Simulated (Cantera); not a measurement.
A closed system holds: 1 mol CH3Cl, 0.043 mol H2, equilibrated at 54.0 mbar.

Cantera equilibrium calculation (NASA polynomials, part measured and part estimated; ideal gas, pure solids and liquids). Candidate condensed phases: C, C6H6, C7H8, C8H18; 91 gas species. The numbers say what is thermodynamically allowed, not how fast it happens.

log p: log10 of the partial pressure in bar; n: condensed amount in mol.

```json
[
 {"T (°C)": "2252", "log p H2": "-1.61", "log p HCl": "-1.66", "log p H": "-2.36", "log p Cl": "-2.56", "log p C2H2 (acetylene)": "-3.53", "log p C2H": "-5.40", "log p C3": "-6.14", "n C(graphite)": "0.975"},
 {"T (°C)": "2302", "log p H2": "-1.62", "log p HCl": "-1.68", "log p H": "___", "log p Cl": "___", "log p C2H2 (acetylene)": "___", "log p C2H": "___", "log p C3": "___", "n C(graphite)": "0.970"},
 {"T (°C)": "2352", "log p H2": "-1.63", "log p HCl": "-1.70", "log p H": "-2.19", "log p Cl": "-2.41", "log p C2H2 (acetylene)": "-3.38", "log p C2H": "-4.97", "log p C3": "-5.50", "n C(graphite)": "0.963"},
 {"T (°C)": "2402", "log p H2": "-1.65", "log p HCl": "-1.72", "log p H": "-2.11", "log p Cl": "-2.34", "log p C2H2 (acetylene)": "-3.32", "log p C2H": "-4.77", "log p C3": "-5.20", "n C(graphite)": "0.955"},
 {"T (°C)": "2452", "log p H2": "-1.67", "log p HCl": "-1.75", "log p H": "___", "log p Cl": "-2.28", "log p C2H2 (acetylene)": "-3.26", "log p C2H": "___", "log p C3": "___", "n C(graphite)": "0.946"},
 {"T (°C)": "2502", "log p H2": "-1.69", "log p HCl": "-1.79", "log p H": "-1.97", "log p Cl": "-2.23", "log p C2H2 (acetylene)": "-3.21", "log p C2H": "-4.40", "log p C3": "-4.64", "n C(graphite)": "0.935"},
 {"T (°C)": "2552", "log p H2": "-1.72", "log p HCl": "-1.82", "log p H": "-1.91", "log p Cl": "-2.17", "log p C2H2 (acetylene)": "-3.16", "log p C2H": "-4.23", "log p C3": "-4.37", "n C(graphite)": "0.921"},
 {"T (°C)": "2602", "log p H2": "-1.75", "log p HCl": "-1.86", "log p H": "-1.85", "log p Cl": "-2.13", "log p C2H2 (acetylene)": "-3.12", "log p C2H": "-4.07", "log p C3": "-4.11", "n C(graphite)": "0.903"}
]
```

Task: Fill in the missing entries.

Result: 
- 2302, log p H: -2.27
- 2302, log p Cl: -2.48
- 2302, log p C2H2 (acetylene): -3.45
- 2302, log p C2H: -5.18
- 2302, log p C3: -5.81
- 2452, log p H: -2.04
- 2452, log p C2H: -4.58
- 2452, log p C3: -4.91
